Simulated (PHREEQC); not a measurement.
Make-up at 25 °C: 70 mmol/kgw H3PO4 and 0.6 mmol/kgw Na2CO3. Closed to the air; pH follows from the charge balance.

The numbers come from PHREEQC with the ion-association model, phreeqc.dat.

Precipitation was switched off in this run.

### Question
What pH does the model give?

### Answer
pH 1.75.

### Question
In which forms is P present?

### Answer
H3PO4 70 %, H2PO4- 30 % of the P.

Species that the database lacks are ignored.
